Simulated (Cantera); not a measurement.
Cantera run:

```python
import numpy as np
import cantera as ct

gas_names = """
    AL ALCL ALCL2 ALCL3 ALH AL2 AL2CL6 CL CL2 H HCL H2
""".split()
cond_names = """
    AL(cr) AL(L) ALCL3(s) ALCL3(L)
""".split()


# ... load() reads the species with a 1 bar reference pressure and builds the phases ...
atoms = {
    'Al': {'AL': 1},
    'HCl': {'H': 1, 'CL': 1},
}
top_T = {}  # K; cautious upper limits of use, not melting points


# ... equilibrate(T, P, feed) seeds the gas with the atoms and calls Mixture.equilibrate('TP', solver="vcs", rtol=1e-11, max_steps=5000) ...
results = []
T = 500  # K
P = 2400  # Pa
for m in [1.8, 2.5, 3.7, 5.3, 7.6, 11, 16]:
    feed = {'Al': 1, 'HCl': m}  # mol
    mix = equilibrate(T, P, feed)
    results.append((T, P, feed, dict(zip(mix.species_names, mix.species_moles))))

top = {s: max(r[3][s] / sum(r[3][g] for g in gas_names) for r in results) for s in gas_names}
cols = sorted((s for s in top if top[s] > 0.0001), key=lambda s: -top[s])[:8]
seen = [c for c in cond_names if any(r[3].get(c, 0) > 1e-12 for r in results)]
print("log10 of partial pressures in bar; condensed amounts in mol")
print(f"{'n(HCl)':>10s}" + "".join(f"{s[:9]:>10s}" for s in cols + seen))
for T, P, feed, n in results:
    ng = sum(n[g] for g in gas_names)
    print(f"{feed['HCl']:10.4g}" + "".join(f"{np.log10(max(n[s] / ng * P / 1e5, 1e-99)):10.3f}" for s in cols)
          + "".join(f"{n.get(c, 0):10.4g}" for c in seen))
```

Output:

```
log10 of partial pressures in bar; condensed amounts in mol
    n(HCl)       HCL        H2    AL2CL6     ALCL3    AL(cr)
       1.8   -11.482    -1.746    -2.230    -3.752       0.4
       2.5   -11.482    -1.746    -2.230    -3.752    0.1667
       3.7    -2.207    -1.876    -2.361    -3.818         0
       5.3    -1.893    -2.078    -2.565    -3.920         0
       7.6    -1.777    -2.264    -2.753    -4.014         0
        11    -1.717    -2.444    -2.936    -4.105         0
        16    -1.683    -2.620    -3.115    -4.195         0
```

Equilibrium computed with Cantera from the NASA thermochemical tables; the gas is ideal and each condensed phase is pure.
